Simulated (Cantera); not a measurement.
Feed: 1 mol Al, 8.6 mol N2O, 1.1 mol H2, held at 1325 °C and 7.50 Torr.

Equilibrium computed with Cantera from the NASA thermochemical tables; the gas is ideal and each condensed phase is pure. Candidate condensed phases: Al, AlN, Al2O3, H2O; 35 gas species. Kinetics and transport are ignored.

Base state: N2 0.676, O2 0.235, H2O 0.0863, NO 0.00188, OH 0.000527, O 6.88e-5, H2 1.16e-5 (mole fractions); condensed: Al2O3(s).

Task: What changes in the equilibrium state with this change: H2 from 1.1 to 200 mol?

Result: 
| species | before | after |
|---|---|---|
| H2 | 1.16e-5 | 0.924 |
| N2 | 0.676 | 0.0412 |
| H2O | 0.0863 | 0.0340 |
| O2 | 0.235 | <1e-9 |
| NO | 0.00188 | 2.29e-9 |
| O | 6.88e-5 | <1e-9 |
| Al2O3(s), mol | 0.500 | 0.500 |
